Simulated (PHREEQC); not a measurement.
1 kg of water holding 0.069 mol/kgw Na2SO4, 0.02 mol/kgw Na2CO3 and 0.12 mol/kgw NaCl is evaporated at 20 °C; the solids stay in contact with the brine. No CO2 enters from the air. Only these solids could form: Burkeite, Halite, Mirabilite, Nahcolite, Natron, Thenardite, Trona.

Equilibrium calculation in PHREEQC: Pitzer model, pitzer.dat.

```tsv
water left (kg)	ionic strength	water activity	Halite (mol)	Thenardite (mol)	Mirabilite (mol)	Burkeite (mol)	Cl in solution (mol/kgw)	pH
1	0.386	0.992	0	0	0	0	0.120	11.04
0.5552	0.696	0.987	0	0	0	0	0.216	11.11
0.3083	1.25	0.976	0	0	0	0	0.389	11.18
0.1712	2.26	0.958	0	0	0	0	0.701	11.24
0.09504	4.07	0.924	0	0	0	0	1.26	11.30
0.04795	6.39	0.858	0	0	0.0268	0	2.50	11.39
0.02932	9.08	0.759	0	0.0402	0	0	4.09	11.46
0.01629	8.85	0.735	0.0392	0.0357	0	0.0107	4.96	11.37
0.00905	8.85	0.735	0.0751	0.0327	0	0.0148	4.96	11.37
```

Mirabilite from water left = 0.06193 kg (pH 11.36), last present at water left = 0.02958 kg; Thenardite from water left = 0.02958 kg (pH 11.46); Burkeite from water left = 0.02409 kg (pH 11.37); Halite from water left = 0.02409 kg (pH 11.37).
